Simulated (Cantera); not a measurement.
An isothermal plug-flow reactor at 1200 K and 3.80 bar (inlet), inlet velocity 1.6 m/s, active area per volume 690 1/m; feed CH4 : O2 : N2 = 0.0052 : 0.18 : 0.79 (molar parts), equivalence ratio 0.058.

Cantera simulation using Deutschmann's 1995 Pt surface mechanism with GRI-Mech 3.0 gas chemistry; the numbers are that mechanism's predictions, not measurements. Catalytic surfaces can have several steady states; this one follows from the mechanism file's or the stated starting coverage. Mass transfer to the wall is taken as infinitely fast.

Predict: x(CH4) at z = 0.0032 m; x(O2) at z = 0.0032 m; x(H2O) at z = 0.0032 m; x(CO2) at z = 0.0032 m; x(CO) at z = 0.0032 m; θ(free Pt) at the exit; θ(O*) at the exit; θ(OH*) at the exit.


- x(CH4) at z = 0.0032 m = 0.00406
- x(O2) at z = 0.0032 m = 0.182
- x(H2O) at z = 0.0032 m = 0.00244
- x(CO2) at z = 0.0032 m = 0.00118
- x(CO) at z = 0.0032 m = 4.61e-6
- θ(free Pt) at the exit = 0.289
- θ(O*) at the exit = 0.710
- θ(OH*) at the exit = 0.00110
